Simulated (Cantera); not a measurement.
A Cantera script and what it prints.

```python
import numpy as np
import cantera as ct

gas_names = """
    N2O NO2
""".split()
cond_names = """
    V2O5(s) V2O5(L) V2O3(s) V2O3(L)
""".split()


# ... load() reads the species with a 1 bar reference pressure and builds the phases ...
species = {s.name: s for s in load("nasa_gas.yaml", gas_names) + load("nasa_condensed.yaml", cond_names)}
# Each term lists the table entries of one substance; the one whose range holds T is used.
reactions = {
    '2 N2O(g) + 3 V2O5 = 4 NO2(g) + 3 V2O3':
        [(-2, ['N2O']), (-3, ['V2O5(s)', 'V2O5(L)']), (4, ['NO2']), (3, ['V2O3(s)', 'V2O3(L)'])],
}


def pick(names, T):
    return next(species[n] for n in names if species[n].thermo.min_temp <= T <= species[n].thermo.max_temp)


results = []
for label, terms in reactions.items():
    print(label)
    print("     T/K   dH/kJ  dS/(J/K)   dG/kJ   log10 K")
    for T in [300, 1750, 1800, 1850, 1900, 1950, 2000, 2050, 2100, 2150, 2200, 2250]:
        used = [(nu, pick(names, T)) for nu, names in terms]
        dH = sum(nu * s.thermo.h(T) for nu, s in used) / 1e6
        dS = sum(nu * s.thermo.s(T) for nu, s in used) / 1e3
        dG = dH - T * dS / 1e3
        logK = -dG * 1e6 / (ct.gas_constant * T * np.log(10))
        results.append((label, T, dH, dS, dG, logK, [s.name for _, s in used]))
        print(f"{T:8g} {dH:8.1f} {dS:8.1f} {dG:8.1f} {logK:8.2f}")
```

Result:

```
2 N2O(g) + 3 V2O5 = 4 NO2(g) + 3 V2O3
     T/K   dH/kJ  dS/(J/K)   dG/kJ   log10 K
     300    969.0    423.4    842.0  -146.60
    1750    737.5    168.9    441.9   -13.19
    1800    738.6    169.5    433.5   -12.58
    1850    740.0    170.3    425.0   -12.00
    1900    741.6    171.1    416.5   -11.45
    1950    743.6    172.1    407.9   -10.93
    2000    745.8    173.3    399.2   -10.43
    2050    748.2    174.5    390.5    -9.95
    2100    751.0    175.8    381.8    -9.50
    2150    754.0    177.2    373.0    -9.06
    2200    757.3    178.7    364.1    -8.64
    2250    760.8    180.3    355.1    -8.24
```

Source: NASA polynomial tables (part measured, part estimated), evaluated in Cantera. Condensed species are held in their standard states even where they would react or evaporate.
